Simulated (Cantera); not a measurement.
# Equilibrium for chlorosilane synthesis and conversion: Si + Cl2 + H2

Feed: 1 mol Si, 2.2 mol Cl2, 1.3 mol H2, equilibrated at 7500 Torr.

Method: chemical equilibrium by Gibbs-energy minimisation in Cantera with the NASA 1993 tables (ideal gas, pure condensed phases). Candidate condensed phases: Si; 19 gas species. The tables' values for SiCl3 are old estimates; treat these amounts as uncertain. Rates play no part.

From 823 K to 1423 K nothing is condensed. The main Si-bearing gas is SiCl4 throughout.

```
T (K)  log p H2  log p SiCl4  log p HCl  log p SiHCl3  log p SiCl3  log p SiCl2  log p SiH2Cl2
-----  --------  -----------  ---------  ------------  -----------  -----------  -------------
823        0.64         0.60       0.21         -1.88        -5.17        -8.98          -5.44
898        0.64         0.60       0.21         -1.53        -4.24        -7.40          -4.68
973        0.64         0.60       0.22         -1.24        -3.47        -6.08          -4.05
1048       0.63         0.59       0.23         -1.00        -2.82        -4.96          -3.53
1123       0.63         0.58       0.25         -0.80        -2.26        -4.02          -3.10
1198       0.62         0.57       0.27         -0.64        -1.79        -3.21          -2.75
1273       0.61         0.56       0.29         -0.52        -1.39        -2.53          -2.46
1348       0.59         0.54       0.32         -0.43        -1.05        -1.94          -2.23
1423       0.58         0.52       0.36         -0.37        -0.77        -1.46          -2.07
```
log p: log10 of the partial pressure in bar; nothing condenses.
